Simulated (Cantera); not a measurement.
Charge: 1 mol B2O3, 47 mol HCl, 0.78 mol N2, 20 mol F2, at 825 K and 0.0690 bar.

Method: chemical equilibrium by Gibbs-energy minimisation in Cantera with the NASA 1993 tables (ideal gas, pure condensed phases). Equilibrium is a limit: real reactors are often held back by kinetics, nucleation or transport.

```json
[
 {"species": "HCl", "before": "0.178", "after": "0.931"},
 {"species": "Cl2", "before": "0.257", "after": "0.0192"},
 {"species": "N2", "before": "0.0115", "after": "0.0161"},
 {"species": "HF", "before": "0.500", "after": "0.00955"},
 {"species": "O2", "before": "0.0187", "after": "6.32e-7"},
 {"species": "BF3", "before": "0.0294", "after": "0.00894"},
 {"species": "H2O", "before": "0.00672", "after": "0.0144"},
 {"species": "B3O3F3", "before": "<1e-9", "after": "0.000664"},
 {"species": "(HBO2)3", "before": "<1e-9", "after": "3.53e-5"},
 {"species": "Cl", "before": "3.17e-5", "after": "8.66e-6"},
 {"species": "B2O3(l), mol", "before": "0", "after": "0.732"}
]
```
Gas species are given as mole fractions.

Question: Name the change that produced these shifts.
A) F2 from 20 to 0.93 mol
B) 1.2 mol H2 added
C) temperature from 825 K to 1123.15 K
D) temperature from 825 K to 1548.15 K

Answer: A, F2 from 20 to 0.93 mol. Gases not in the tables: H3BO3
